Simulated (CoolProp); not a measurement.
Model: reference Helmholtz-energy equation of state, Fiedler 2023, in CoolProp.

Task: Give the vapour pressure (MPa), liquid density (kg/m³), vapour density (kg/m³), enthalpy of vaporisation (kJ/kg) of saturated tetrahydrofuran at 73.35, 90.25, 123.95 °C.

Result: 
| T (°C) | p (MPa) | liquid density (kg/m³) | vapour density (kg/m³) | enthalpy of vaporisation (kJ/kg) |
|---|---|---|---|---|
| 73.35 | 0.128 | 827 | 3.32 | 411 |
| 90.25 | 0.210 | 807 | 5.26 | 398 |
| 123.95 | 0.487 | 764 | 11.7 | 369 |
